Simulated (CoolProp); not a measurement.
R1234ze(Z) along the isotherm 99.05 °C: Z from the reference equation and from simpler models built on Tc = 150.1 °C, pc = 3531 kPa, ω = 0.327; each cubic takes its own stable root.

Values from CoolProp's reference Helmholtz-energy equation of state, Akasaka 2019.

| p (kPa) | phase | reference |
|---|---|---|
| 136 | gas | 0.9766 |
| 272 | gas | 0.9524 |
| 407 | gas | 0.9275 |
| 543 | gas | 0.9014 |
| 679 | gas | 0.8741 |
| 815 | gas | 0.8454 |
| 951 | gas | 0.8151 |
| 1090 | gas | 0.7820 |
| 1220 | gas | 0.7485 |
| 1360 | liquid | 0.05088 |
| 1490 | liquid | 0.05565 |
| 1630 | liquid | 0.06076 |
| 1770 | liquid | 0.06586 |

Question: How far does each simpler model (van der Waals, Redlich-Kwong) lie from the reference over these 13 states: mean and median of the absolute difference, and the worst?

Answer: 
- van der Waals: mean 388.0 %, median 7.8 %, worst +1499.6 % at 99.05 °C and 1360 kPa
- Redlich-Kwong: mean 290.6 %, median 4.4 %, worst +1415.5 % at 99.05 °C and 1360 kPa

At some of these states van der Waals, Redlich-Kwong gives the other phase, because its saturation line lies elsewhere.
